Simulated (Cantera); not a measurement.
Input (Python, Cantera):

```python
import numpy as np
import cantera as ct

gas = ct.Solution("gri30.yaml")
gas.TPX = 1225, 5100, {'N2O': 1, 'H2': 0.034, 'N2': 5.4}
inlet = ct.Reservoir(gas, clone=True)

reactor = ct.IdealGasConstPressureReactor(gas, energy="off", clone=False)
exhaust = ct.Reservoir(gas, clone=True)
tau = [0.68, 0.28, 0.12, 0.05, 0.021, 0.0087, 0.0036, 0.0015, 0.00063, 0.00026, 0.00011][0]
for a, b in ((inlet, reactor), (reactor, exhaust)):
    ct.MassFlowController(a, b, mdot=lambda t: reactor.mass / tau)
net = ct.ReactorNet([reactor])
show = ['N2O', 'H2', 'HO2', 'OH', 'O', 'O2']

rows = []
print(f"{'tau/s':>10s}{'T/K':>9s}" + "".join(f"{s:>11s}" for s in show))
for tau in [0.68, 0.28, 0.12, 0.05, 0.021, 0.0087, 0.0036, 0.0015, 0.00063, 0.00026, 0.00011]:
    net.initial_time = 0.0
    net.advance(30 * tau)
    before = gas.X
    net.advance(40 * tau)
    drift = np.max(np.abs(gas.X - before) / (gas.X + 1e-9))
    rows.append([gas.T, *gas[show].X, drift])
    print(f"{tau:10.3e}{gas.T:9.1f}" + "".join(f"{x:11.3e}" for x in gas[show].X))
```

Output:

```
     tau/s      T/K        N2O         H2        HO2         OH          O         O2
 6.800e-01   1225.0  1.451e-01  3.509e-04  4.879e-07  1.638e-05  2.541e-06  2.237e-03
 2.800e-01   1225.0  1.486e-01  7.009e-04  8.231e-07  1.866e-05  2.425e-06  9.300e-04
 1.200e-01   1225.0  1.505e-01  1.296e-03  9.984e-07  2.062e-05  2.232e-06  3.853e-04
 5.000e-02   1225.0  1.520e-01  2.305e-03  9.409e-07  2.086e-05  1.943e-06  1.443e-04
 2.100e-02   1225.0  1.536e-01  3.616e-03  7.777e-07  1.769e-05  1.608e-06  5.022e-05
 8.700e-03   1225.0  1.548e-01  4.672e-03  5.937e-07  1.201e-05  1.320e-06  1.650e-05
 3.600e-03   1225.0  1.552e-01  5.130e-03  3.359e-07  6.556e-06  1.147e-06  5.606e-06
 1.500e-03   1225.0  1.554e-01  5.254e-03  1.011e-07  2.933e-06  1.019e-06  1.997e-06
 6.300e-04   1225.0  1.554e-01  5.279e-03  1.782e-08  1.075e-06  8.219e-07  6.686e-07
 2.600e-04   1225.0  1.554e-01  5.284e-03  2.155e-09  3.064e-07  5.572e-07  1.863e-07
 1.100e-04   1225.0  1.554e-01  5.284e-03  2.166e-10  7.243e-08  3.187e-07  4.504e-08
```

Computed with Cantera and GRI-Mech 3.0 (53 species, 325 reactions). GRI-Mech 3.0 was tuned for natural gas; its chemistry of N2O as a main component is partial and can be far from experiment. The mechanism lacks the step 2 NO + O2 → 2 NO2, which can matter for NO2 below about 1400 K. The temperature is held fixed by assumption; the heat of reaction is taken as removed at once.
